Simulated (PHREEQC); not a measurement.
Solution (25 °C): 0.0051 mol KOH, 0.00085 mol H3BO3 and 0.067 mol (CH3)4NCl per kg of water. Closed to the air; pH follows from the charge balance.

All values are PHREEQC results (ion-association model, phreeqc.dat), not measurements.

Each row changes one thing in this solution. No solid was allowed to form.

| case | pH | ionic strength (mol/kgw) | H3BO3 (mol/kgw) |
|---|---|---|---|
| as made | 11.52 | 0.0721 | 3.50e-6 |
| temperature from 25 to 20 °C | 11.69 | 0.0721 | 2.60e-6 |
| (CH3)4NCl from 0.067 to 0.101 mol/kgw | 11.50 | 0.106 | 3.50e-6 |
| KOH left out | 6.14 | 0.0670 | 0.000849 |
| H3BO3 replaced by Na2B4O7 at the same molality | ___ | 0.0738 | 1.74e-5 |
| diluted 2-fold with water | 11.24 | 0.0360 | 3.48e-6 |
| diluted 100-fold with water | 9.63 | ___ | 2.39e-6 |
| H3BO3 from 0.00085 to 0.000765 mol/kgw | 11.53 | 0.0721 | 3.09e-6 |
| 0.13 mol/kgw KHF2 added | 3.07 | 0.203 | 1.88e-10 |

Question: Fill in the missing entries.

Answer: 
- H3BO3 replaced by Na2B4O7 at the same molality, pH: 11.42
- diluted 100-fold with water, ionic strength (mol/kgw): 0.000721

Species that the database lacks are ignored. (CH3)4N+ isn't in the database: it is added as a free cation with an ion size of 4 Å.
